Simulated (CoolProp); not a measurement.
Saturation properties of octamethyltrisiloxane (MDM).

The numbers come from the reference Helmholtz-energy equation of state, Thol 2017 in CoolProp.

| T (°C) | p (bar) | liquid density (kg/m³) | vapour density (kg/m³) | liquid cp (kJ/(kg K)) | surface tension (mN/m) |
|---|---|---|---|---|---|
| 139.75 | 0.7168 | 690.9 | 5.243 | 2.077 | 7.25 |
| 144.25 | 0.8126 | 685.4 | 5.913 | 2.089 | 6.94 |
| 148.75 | 0.9180 | 679.8 | 6.651 | 2.102 | 6.63 |
| 153.25 | 1.034 | 674.2 | 7.460 | 2.114 | 6.32 |
| 157.75 | 1.161 | 668.5 | 8.347 | 2.127 | 6.02 |
| 162.25 | 1.299 | 662.7 | 9.316 | 2.140 | 5.73 |
| 166.85 | 1.453 | 656.6 | 10.40 | 2.154 | 5.43 |
| 171.35 | 1.618 | 650.6 | 11.56 | 2.167 | 5.14 |
| 175.85 | 1.796 | 644.5 | 12.82 | 2.181 | 4.86 |
| 180.35 | 1.989 | 638.3 | 14.19 | 2.195 | 4.59 |
| 184.85 | 2.197 | 632.0 | 15.68 | 2.209 | 4.32 |
| 189.35 | 2.421 | 625.5 | 17.30 | 2.223 | 4.05 |
| 193.85 | 2.663 | 618.9 | 19.06 | 2.238 | 3.79 |
| 198.35 | 2.922 | 612.1 | 20.97 | 2.254 | 3.54 |
| 202.85 | 3.200 | 605.2 | 23.05 | 2.270 | 3.29 |

It boils at 152.5 °C under 1 atm.

Surface tension comes from a separate correlation (Mulero 2014), older than this fluid's equation and unchecked against measurements.
